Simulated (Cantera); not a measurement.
A Cantera script and what it prints.

```python
import numpy as np
import cantera as ct

gas_names = """
    NO CrO3 N2
""".split()
cond_names = """
    Cr(cr) Cr(L)
""".split()


# ... load() reads the species with a 1 bar reference pressure and builds the phases ...
species = {s.name: s for s in load("nasa_gas.yaml", gas_names) + load("nasa_condensed.yaml", cond_names)}
# Each term lists the table entries of one substance; the one whose range holds T is used.
reactions = {
    '2 Cr + 6 NO(g) = 2 CrO3(g) + 3 N2(g)':
        [(-2, ['Cr(cr)', 'Cr(L)']), (-6, ['NO']), (2, ['CrO3']), (3, ['N2'])],
}


def pick(names, T):
    return next(species[n] for n in names if species[n].thermo.min_temp <= T <= species[n].thermo.max_temp)


results = []
for label, terms in reactions.items():
    print(label)
    print("     T/K   dH/kJ  dS/(J/K)   dG/kJ   log10 K")
    for T in [1648, 1748, 1848, 1948, 2048, 2148, 2248]:
        used = [(nu, pick(names, T)) for nu, names in terms]
        dH = sum(nu * s.thermo.h(T) for nu, s in used) / 1e6
        dS = sum(nu * s.thermo.s(T) for nu, s in used) / 1e3
        dG = dH - T * dS / 1e3
        logK = -dG * 1e6 / (ct.gas_constant * T * np.log(10))
        results.append((label, T, dH, dS, dG, logK, [s.name for _, s in used]))
        print(f"{T:8g} {dH:8.1f} {dS:8.1f} {dG:8.1f} {logK:8.2f}")
```

Output:

```
2 Cr + 6 NO(g) = 2 CrO3(g) + 3 N2(g)
     T/K   dH/kJ  dS/(J/K)   dG/kJ   log10 K
    1648  -1156.0   -230.1   -776.8    24.62
    1748  -1159.9   -232.4   -753.7    22.52
    1848  -1164.2   -234.8   -730.4    20.64
    1948  -1169.0   -237.3   -706.8    18.95
    2048  -1174.3   -239.9   -682.9    17.42
    2148  -1220.4   -261.6   -658.4    16.01
    2248  -1223.1   -262.9   -632.2    14.69
```

Standard-state values (1 bar) from the NASA 1993 polynomials, evaluated with Cantera. Condensed species are held in their standard states even where they would react or evaporate.
